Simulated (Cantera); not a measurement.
An isothermal, constant-pressure homogeneous reactor starts with NH₃ : H₂ = 1 : 12 (molar parts), at 1650 K and 0.320 bar. Integrator tolerance rtol = 1e-08.

Cantera simulation using the gas-phase N/H chemistry of the illustrative SiF4/NH3 mechanism in the Surface Chemkin manual (1991); the numbers are that mechanism's predictions, not measurements. Walls and surfaces, which speed up NH3 decomposition in real reactors, are not modelled.

### Question
What does this change do: pressure from 0.320 bar to 10.00 Torr?

### Answer
```tsv
quantity	before	after
x(NH₃) at 3.00 s	0.0693 (gas-phase equilibrium 2.32e-6)	0.0759 (gas-phase equilibrium 9.67e-8)
x(H₂) at 3.00 s	0.927 (gas-phase equilibrium 0.964)	0.923 (gas-phase equilibrium 0.964)
x(N₂) at 3.00 s	0.00354 (gas-phase equilibrium 0.0357)	0.000442 (gas-phase equilibrium 0.0357)
x(N) at 3.00 s	9.40e-9 (gas-phase equilibrium <1e-12)	5.17e-8 (gas-phase equilibrium 3.25e-12)
x(N₂H₂) at 3.00 s	1.65e-8 (gas-phase equilibrium <1e-12)	6.87e-8 (gas-phase equilibrium <1e-12)
```

### Question
What does this change do: temperature 1650 to 2423 K?

### Answer
```csv
quantity,before,after
x(NH₃) at 3.00 s,0.0693 (gas-phase equilibrium 2.32e-6),6.15e-7 (gas-phase equilibrium 6.15e-7)
x(H₂) at 3.00 s,0.927 (gas-phase equilibrium 0.964),0.934 (gas-phase equilibrium 0.934)
x(N₂) at 3.00 s,0.00354 (gas-phase equilibrium 0.0357),0.0352 (gas-phase equilibrium 0.0352)
x(N) at 3.00 s,9.40e-9 (gas-phase equilibrium <1e-12),4.62e-8 (gas-phase equilibrium 4.62e-8)
x(N₂H₂) at 3.00 s,1.65e-8 (gas-phase equilibrium <1e-12),<1e-12 (gas-phase equilibrium <1e-12)
```
